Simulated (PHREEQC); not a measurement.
Consider water at 25 °C with 0.053 mol NiCl2, 0.00044 mol Na2SO4 and 5.4e-05 mol H2SO4 per kg of water. Closed to the air; pH follows from the charge balance.

Computed with PHREEQC (ion-association model, wateq4f.dat).

```csv
quantity,before,after
pH,4.06,3.07
ionic strength (mol/kgw),0.149,0.150
Cl- (mol/kgw),0.101,0.101
Ni+2 (mol/kgw),0.0481,0.0479
NiCl+ (mol/kgw),0.00391,0.00389
NiCl2 (mol/kgw),0.000769,0.000765
SI of Morenosite (NiSO4:7H2O),-3.54,-3.25
SI of Ni(OH)2 (Ni(OH)2),-4.47,-6.47
```

### Question
Which change was made?
(A) NiCl2 from 0.053 to 0.0477 mol/kgw
(B) NiCl2 from 0.053 to 0.0053 mol/kgw
(C) Na2SO4 from 0.00044 to 0.0044 mol/kgw
(D) H2SO4 from 5.4e-05 to 0.00027 mol/kgw
(E) H2SO4 from 5.4e-05 to 0.00054 mol/kgw

### Answer
E, H2SO4 from 5.4e-05 to 0.00054 mol/kgw

No solid was allowed to form.
